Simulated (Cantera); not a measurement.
A perfectly stirred reactor is fed with 4.29 % CH₄, 0.154 % CO, 20.1 % O₂, 75.5 % N₂, equivalence ratio 0.43, at 10.0 bar; it is adiabatic with a 500 K inlet, and is followed from long to short residence time, starting on the burning branch (τ in s: 0.15, 0.072, 0.035, 0.017, 0.008, 0.0038, 0.0018, 0.00088, 0.00042, 0.0002, 9.7e-05).

Computed with Cantera and GRI-Mech 3.0 (53 species, 325 reactions).

x: mole fraction; the columns are a selection and need not sum to one.

```csv
τ (s),T (K),x CH₄,x CO,x O₂,x C₂H,x HCO,x C₂H₆
0.15,1509,1.80e-5,___,0.115,<1e-12,1.00e-9,1.55e-8
0.072,1507,3.41e-5,___,0.115,1.08e-12,2.10e-9,5.08e-8
0.035,1504,6.54e-5,___,0.115,2.68e-12,4.42e-9,1.61e-7
0.017,1497,0.000130,___,0.115,5.53e-12,9.50e-9,5.03e-7
0.0080,1482,0.000286,___,0.116,8.92e-12,2.17e-8,1.68e-6
0.0038,1432,0.000869,___,0.120,9.02e-12,5.14e-8,7.68e-6
0.0018,500,0.0429,0.00154,0.201,<1e-12,<1e-12,<1e-12
0.00088,500,0.0429,0.00154,0.201,<1e-12,<1e-12,<1e-12
0.00042,500,0.0429,0.00154,0.201,<1e-12,<1e-12,<1e-12
0.00020,500,0.0429,0.00154,0.201,<1e-12,<1e-12,<1e-12
9.7e-5,500,0.0429,0.00154,0.201,<1e-12,<1e-12,<1e-12
```

Question: What belongs in the gaps?

Answer: 
- 0.15, x CO: 0.000159
- 0.072, x CO: 0.000308
- 0.035, x CO: 0.000603
- 0.017, x CO: 0.00122
- 0.0080, x CO: 0.00269
- 0.0038, x CO: 0.00709
